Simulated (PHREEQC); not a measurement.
A made-up water analysis in mg/kgw, 25 °C, pH 3.78, pe 9.9:

```tsv
constituent	mg/kgw
Na	83.4
K	317
Ca	215
Mg	118
Cl	143
S(6) as SO4	1330
Cu(2)	14.1
B	0.102
Li	0.228
N(5) as NO3	6.46
Br	7.85
```

Valence states are taken as typed.

Equilibrium calculation in PHREEQC: ion-association model, phreeqc.dat.

No solid was allowed to form.

Question: Order these S species by the share of S that they hold, largest first: SO4-2, KSO4-, MgSO4, CaSO4, HSO4-.

Answer: SO4-2 (72 %), MgSO4 (13 %), CaSO4 (11 %), KSO4- (1.9 %), HSO4- (0.68 %)

The pH is 3.78 and the ionic strength 0.0422 mol/kgw.
